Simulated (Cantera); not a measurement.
A Cantera script and what it prints.

```python
import numpy as np
import cantera as ct

gas_names = """
    AL ALCL ALCL2 ALCL3 ALH ALN AL2 AL2CL6 CL CL2 H HCL H2 N NH NH2 NH3 N2 N2H2 N2H4
""".split()
cond_names = """
    AL(cr) AL(L) ALCL3(s) ALCL3(L) ALN(s) NH4CL(a) NH4CL(b)
""".split()


# ... load() reads the species with a 1 bar reference pressure and builds the phases ...
atoms = {
    'AlN': {'AL': 1, 'N': 1},
    'H2': {'H': 2},
    'N2': {'N': 2},
    'HCl': {'H': 1, 'CL': 1},
}
top_T = {'ALN(s)': 2750}  # K; cautious upper limits of use, not melting points


# ... equilibrate(T, P, feed) seeds the gas with the atoms and calls Mixture.equilibrate('TP', solver="vcs", rtol=1e-11, max_steps=5000) ...
results = []
feed = {'AlN': 1, 'H2': 820, 'N2': 26, 'HCl': 7.5}  # mol
P = 10000  # Pa
for T in [700, 900, 1100, 1300, 1500, 1700, 1900, 2100]:
    mix = equilibrate(T, P, feed)
    results.append((T, P, feed, dict(zip(mix.species_names, mix.species_moles))))
    x = sorted(zip(gas.X, gas.species_names), reverse=True)
    print(f"T = {T:g} K  P = {P:g} Pa  gas = {mix.phase_moles(0):.4g} mol")
    print("   x: " + "  ".join(f"{s} {v:.3e}" for v, s in x if v > 1e-06))
    print("   condensed (mol): " + ("  ".join(f"{mix.phase(i).name} {mix.phase_moles(i):.4g}"
          for i in range(1, mix.n_phases) if mix.phase_moles(i) > 1e-12) or "none"))
```

Result:

```
T = 700 K  P = 10000 Pa  gas = 853.4 mol
   x: H2 9.607e-01  N2 3.040e-02  HCL 8.727e-03  NH3 1.538e-04  ALCL3 2.064e-05
   condensed (mol): ALN(s) 0.9824
T = 900 K  P = 10000 Pa  gas = 853.5 mol
   x: H2 9.608e-01  N2 3.047e-02  HCL 8.684e-03  ALCL3 3.466e-05  NH3 1.991e-05
   condensed (mol): ALN(s) 0.9704
T = 1100 K  P = 10000 Pa  gas = 853.5 mol
   x: H2 9.608e-01  N2 3.048e-02  HCL 8.642e-03  ALCL3 4.839e-05  NH3 5.225e-06
   condensed (mol): ALN(s) 0.9586
T = 1300 K  P = 10000 Pa  gas = 853.5 mol
   x: H2 9.608e-01  N2 3.050e-02  HCL 8.594e-03  ALCL3 6.034e-05  ALCL 4.484e-06  ALCL2 3.813e-06  H 3.429e-06  NH3 2.040e-06
   condensed (mol): ALN(s) 0.9414
T = 1500 K  P = 10000 Pa  gas = 853.8 mol
   x: H2 9.607e-01  N2 3.067e-02  HCL 8.181e-03  ALCL 3.180e-04  ALCL3 6.139e-05  H 5.456e-05  ALCL2 5.011e-05  NH3 1.021e-06
   condensed (mol): ALN(s) 0.6332
T = 1700 K  P = 10000 Pa  gas = 854.7 mol
   x: H2 9.598e-01  N2 3.101e-02  HCL 7.541e-03  ALCL 1.115e-03  H 4.565e-04  ALCL2 4.651e-05  ALCL3 7.812e-06  CL 2.788e-06
   condensed (mol): none
T = 1900 K  P = 10000 Pa  gas = 855.6 mol
   x: H2 9.578e-01  N2 3.097e-02  HCL 7.570e-03  H 2.456e-03  ALCL 1.144e-03  ALCL2 1.795e-05  CL 1.465e-05  AL 5.676e-06
   condensed (mol): none
T = 2100 K  P = 10000 Pa  gas = 858.7 mol
   x: H2 9.508e-01  N2 3.086e-02  H 9.607e-03  HCL 7.540e-03  ALCL 1.122e-03  CL 5.606e-05  AL 3.183e-05  ALCL2 7.962e-06  ALH 2.227e-06
   condensed (mol): none
```

Method: chemical equilibrium by Gibbs-energy minimisation in Cantera with the NASA 1993 tables (ideal gas, pure condensed phases). The tables' values for AlCl2 are old estimates; treat these amounts as uncertain.
